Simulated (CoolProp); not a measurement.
CH2F2 (R32) at 293.15 K and 0.676 MPa flows at 0.064 m/s in a round tube of 2 mm bore and 45 µm roughness, fully developed (64/Re and Nu = 3.66 if laminar; Colebrook and Gnielinski if turbulent). Each further row changes one setting.

Computed with CoolProp (reference Helmholtz-energy equation of state, Tillner-Roth 1997).

```json
[
 {"case": "as stated", "Reynolds number": "(withheld)", "Darcy friction factor": "(withheld)", "pressure drop (Pa/m)": "6.75", "heat-transfer coefficient (W/(m² K))": "25.6", "mass flow (kg/h)": "(withheld)"},
 {"case": "velocity 0.128 m/s", "Reynolds number": "309", "Darcy friction factor": "0.207", "pressure drop (Pa/m)": "13.5", "heat-transfer coefficient (W/(m² K))": "25.6", "mass flow (kg/h)": "0.0230"},
 {"case": "diameter 4 mm", "Reynolds number": "309", "Darcy friction factor": "0.207", "pressure drop (Pa/m)": "(withheld)", "heat-transfer coefficient (W/(m² K))": "12.8", "mass flow (kg/h)": "(withheld)"}
]
```

**Question.** What belongs in the gaps?

**Answer.** 
- as stated, Reynolds number: 155
- as stated, Darcy friction factor: 0.414
- as stated, mass flow (kg/h): 0.0115
- diameter 4 mm, pressure drop (Pa/m): 1.69
- diameter 4 mm, mass flow (kg/h): 0.0461

Viscosity comes from a separate model (Bell 2016), an estimate that may be off by 10 % or more. Thermal conductivity comes from a separate model (Huber 2003), an estimate that may be off by 10 % or more.
